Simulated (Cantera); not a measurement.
A counterflow diffusion flame at 1.00 bar, nozzles 20 mm apart: fuel side 100 % C3H8 at 475 K, oxidiser side 19.0 % O2, 81.0 % N2 at 575 K, fuel mass flux 1.1 times the oxidiser's; mixture-averaged transport, no radiation.

Computed with Cantera and GRI-Mech 3.0 (53 species, 325 reactions). GRI-Mech 3.0 was tuned for natural gas; its chemistry of propane as a main component is partial and can be far from experiment. GRI-Mech 3.0 has no aromatics or soot, which form on the fuel side of real flames. The maximum strain rate includes the flame's own expansion and is several times the mean. A flux with no burning solution from the previous one only brackets extinction.

x: mole fraction; the columns are a selection and need not sum to one.

```json
[
 {"oxidiser flux (kg/m²/s)": "0.25", "max strain (1/s)": "198", "mean strain (1/s)": "33.1", "T max (K)": "2043", "peak x OH": "0.00657", "peak x H": "0.00398", "peak x NO": "0.000253", "peak x CO": "0.0595", "peak x C2H2": "0.0394"},
 {"oxidiser flux (kg/m²/s)": "0.43", "max strain (1/s)": "[?]", "mean strain (1/s)": "56.9", "T max (K)": "2012", "peak x OH": "0.00653", "peak x H": "[?]", "peak x NO": "[?]", "peak x CO": "0.0595", "peak x C2H2": "[?]"},
 {"oxidiser flux (kg/m²/s)": "0.73", "max strain (1/s)": "530", "mean strain (1/s)": "96.6", "T max (K)": "1982", "peak x OH": "0.00643", "peak x H": "0.00484", "peak x NO": "0.000192", "peak x CO": "0.0598", "peak x C2H2": "0.0331"},
 {"oxidiser flux (kg/m²/s)": "1.2", "max strain (1/s)": "835", "mean strain (1/s)": "159", "T max (K)": "1948", "peak x OH": "0.00618", "peak x H": "0.00515", "peak x NO": "0.000154", "peak x CO": "0.0606", "peak x C2H2": "0.0297"},
 {"oxidiser flux (kg/m²/s)": "2.1", "max strain (1/s)": "[?]", "mean strain (1/s)": "278", "T max (K)": "1900", "peak x OH": "[?]", "peak x H": "0.00528", "peak x NO": "[?]", "peak x CO": "0.0625", "peak x C2H2": "[?]"},
 {"oxidiser flux (kg/m²/s)": "3.6", "max strain (1/s)": "2290", "mean strain (1/s)": "476", "T max (K)": "1834", "peak x OH": "0.00474", "peak x H": "0.00496", "peak x NO": "5.49e-5", "peak x CO": "0.0660", "peak x C2H2": "0.0184"}
]
```

Q: What belongs in the gaps?

A: 
- 0.43, max strain (1/s): 326
- 0.43, peak x H: 0.00442
- 0.43, peak x NO: 0.000225
- 0.43, peak x C2H2: 0.0362
- 2.1, max strain (1/s): 1390
- 2.1, peak x OH: 0.00564
- 2.1, peak x NO: 0.000105
- 2.1, peak x C2H2: 0.0249
